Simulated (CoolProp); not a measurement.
Saturation properties of benzene.

Computed with CoolProp (reference Helmholtz-energy equation of state, Thol 2012).

```json
[
 {"T (K)": "445.4", "p (kPa)": "894.1", "liquid density (kg/m³)": "699.3", "enthalpy of vaporisation (kJ/kg)": "314.6", "vapour Z": "0.8440", "liquid viscosity (µPa s)": "145", "vapour viscosity (µPa s)": "11.0"},
 {"T (K)": "450.6", "p (kPa)": "981.9", "liquid density (kg/m³)": "691.8", "enthalpy of vaporisation (kJ/kg)": "309.1", "vapour Z": "___", "liquid viscosity (µPa s)": "140", "vapour viscosity (µPa s)": "11.2"},
 {"T (K)": "455.8", "p (kPa)": "1076", "liquid density (kg/m³)": "684.3", "enthalpy of vaporisation (kJ/kg)": "303.5", "vapour Z": "0.8225", "liquid viscosity (µPa s)": "134", "vapour viscosity (µPa s)": "11.3"},
 {"T (K)": "461", "p (kPa)": "1176", "liquid density (kg/m³)": "676.5", "enthalpy of vaporisation (kJ/kg)": "297.7", "vapour Z": "0.8110", "liquid viscosity (µPa s)": "129", "vapour viscosity (µPa s)": "11.4"},
 {"T (K)": "466.2", "p (kPa)": "1284", "liquid density (kg/m³)": "668.6", "enthalpy of vaporisation (kJ/kg)": "___", "vapour Z": "0.7991", "liquid viscosity (µPa s)": "123", "vapour viscosity (µPa s)": "11.6"},
 {"T (K)": "471.4", "p (kPa)": "1398", "liquid density (kg/m³)": "660.4", "enthalpy of vaporisation (kJ/kg)": "285.4", "vapour Z": "0.7865", "liquid viscosity (µPa s)": "118", "vapour viscosity (µPa s)": "___"},
 {"T (K)": "476.6", "p (kPa)": "1519", "liquid density (kg/m³)": "652.1", "enthalpy of vaporisation (kJ/kg)": "279.0", "vapour Z": "0.7734", "liquid viscosity (µPa s)": "114", "vapour viscosity (µPa s)": "11.8"},
 {"T (K)": "481.8", "p (kPa)": "1648", "liquid density (kg/m³)": "643.4", "enthalpy of vaporisation (kJ/kg)": "272.2", "vapour Z": "0.7597", "liquid viscosity (µPa s)": "109", "vapour viscosity (µPa s)": "12.0"},
 {"T (K)": "487", "p (kPa)": "1785", "liquid density (kg/m³)": "634.4", "enthalpy of vaporisation (kJ/kg)": "265.2", "vapour Z": "0.7454", "liquid viscosity (µPa s)": "104", "vapour viscosity (µPa s)": "12.1"},
 {"T (K)": "492.2", "p (kPa)": "1931", "liquid density (kg/m³)": "___", "enthalpy of vaporisation (kJ/kg)": "257.9", "vapour Z": "0.7303", "liquid viscosity (µPa s)": "100.0", "vapour viscosity (µPa s)": "12.3"},
 {"T (K)": "497.4", "p (kPa)": "2085", "liquid density (kg/m³)": "615.5", "enthalpy of vaporisation (kJ/kg)": "250.2", "vapour Z": "0.7144", "liquid viscosity (µPa s)": "95.7", "vapour viscosity (µPa s)": "12.5"},
 {"T (K)": "502.6", "p (kPa)": "2248", "liquid density (kg/m³)": "605.3", "enthalpy of vaporisation (kJ/kg)": "242.0", "vapour Z": "0.6977", "liquid viscosity (µPa s)": "91.5", "vapour viscosity (µPa s)": "12.7"},
 {"T (K)": "507.8", "p (kPa)": "2420", "liquid density (kg/m³)": "594.7", "enthalpy of vaporisation (kJ/kg)": "233.4", "vapour Z": "0.6800", "liquid viscosity (µPa s)": "87.4", "vapour viscosity (µPa s)": "12.9"},
 {"T (K)": "513", "p (kPa)": "2602", "liquid density (kg/m³)": "583.5", "enthalpy of vaporisation (kJ/kg)": "224.3", "vapour Z": "0.6612", "liquid viscosity (µPa s)": "83.3", "vapour viscosity (µPa s)": "13.2"},
 {"T (K)": "518.2", "p (kPa)": "2794", "liquid density (kg/m³)": "571.5", "enthalpy of vaporisation (kJ/kg)": "214.5", "vapour Z": "0.6411", "liquid viscosity (µPa s)": "79.3", "vapour viscosity (µPa s)": "13.4"}
]
```

Task: Fill in the missing entries.

Result: 
- 450.6, vapour Z: 0.8335
- 466.2, enthalpy of vaporisation (kJ/kg): 291.7
- 471.4, vapour viscosity (µPa s): 11.7
- 492.2, liquid density (kg/m³): 625.1

It boils at 353.2 K under 1 atm.

Viscosity comes from a separate model (Avgeri 2014).
